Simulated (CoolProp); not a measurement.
Vapour-liquid equilibrium of fluoroethane (R161) (1) + R227EA (2) at 3.94 bar; x and y are mole fractions of (1).

Model: multi-fluid Helmholtz-energy mixture model, Wu 2012 and Lemmon 2016; pair parameters Bell 2016, in CoolProp.

Q: Give the bubble temperature and the first vapour's composition at x = 0.2, 0.8, 0.95. Is there an azeotrope?

A: x = 0.2: 291.6 K, y = 0.265; x = 0.8: 274.8 K, y = 0.915; x = 0.95: 271.2 K, y = 0.982. No azeotrope shows between x = 0.05 and 0.95.

Pair parameters are fitted to limited data, so mixtures are less certain than the pure fluids.
